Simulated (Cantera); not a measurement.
An isothermal, constant-pressure homogeneous reactor starts with 15.9 % C2H6, 84.1 % H2, at 1300 K and 20.0 Torr.

Computed with Cantera and GRI-Mech 3.0 (53 species, 325 reactions). GRI-Mech 3.0 stops at C3 and has no aromatics, soot or wall deposition, so with more carbon than oxygen in the feed, carbon stays in small species such as C2H2 where larger ones or solid carbon would form. Radical loss at walls, strong at low pressure, is not modelled.

Problem. Predict: x(C2H6) at 20.0 s; x(H2) at 20.0 s; x(C2H4) at 20.0 s; x(C2H2) at 20.0 s.

Solution. 
- x(C2H6) at 20.0 s: 6.82e-6 (gas-phase equilibrium 6.53e-6)
- x(H2) at 20.0 s: 0.830 (gas-phase equilibrium 0.839)
- x(C2H4) at 20.0 s: 0.00546 (gas-phase equilibrium 0.00580)
- x(C2H2) at 20.0 s: 0.0857 (gas-phase equilibrium 0.0913)
